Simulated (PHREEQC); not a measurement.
NaOH is added in steps, without added water, to 1 kg of water holding 0.0032 mol ZnCl2, 0.00085 mol H3BO3 and 0.00024 mol HCl, at 25 °C. Oxygen alone is held at its pressure in air (log pO2 = -0.68). The system is closed to CO2. Solids allowed: Zn(OH)2-e, Zn5(OH)8Cl2, Halite. Others were left out.

Base run: PHREEQC, ion-association model, wateq4f.dat. Each further column changes one thing. The table gives pH.

| NaOH added (mol) | base | Davies equation for every ion | metal-ligand complexes left out | all activity coefficients set to 1 |
|---|---|---|---|---|
| 0 | 3.66 | 3.66 | 3.66 | 3.62 |
| 0.0021 | 7.16 | 7.16 | 7.16 | 7.05 |
| 0.0039 | 7.27 | 7.27 | 7.27 | 7.26 |
| 0.006 | 7.57 | 7.57 | 7.57 | 7.50 |
| 0.0081 | 10.76 | 10.76 | 10.76 | 10.80 |
| 0.0099 | 11.34 | 11.34 | 11.34 | 11.38 |
| 0.012 | 11.60 | 11.61 | 11.60 | 11.65 |
